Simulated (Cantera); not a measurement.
A closed system holds: 1 mol Cr, 2.4 mol N2O, 4.5 mol N2, equilibrated at 63.0 mbar.

Method: chemical equilibrium by Gibbs-energy minimisation in Cantera with the NASA 1993 tables (ideal gas, pure condensed phases). Candidate condensed phases: Cr, CrN, Cr2N, Cr2O3; 14 gas species. Rates play no part. All values below are at 2275 K.

Base state: N2 0.930, O2 0.0541, NO 0.00821, O 0.00397, CrO2 0.00320, CrO 0.000296, CrO3 9.60e-5, Cr 1.03e-5 (mole fractions); condensed: Cr2O3(s).

### Question
What changes in the equilibrium state with this change: Cr replaced by V?

### Answer
```
species          before   after
-------------  --------  ------
N2                0.930   0.866
VO2                   0   0.105
O2               0.0541  0.0214
CrO2            0.00320       0
CrO            0.000296       0
CrO3            9.60e-5       0
Cr2O3(s), mol     0.487       0
V2O4(l), mol          0  0.0817
```
Condensed phases not in the tables: the oxides between V2O3 and V2O5 other than VO2. Further candidate phases: V, VN, VO, V2O3, V2O4, V2O5.
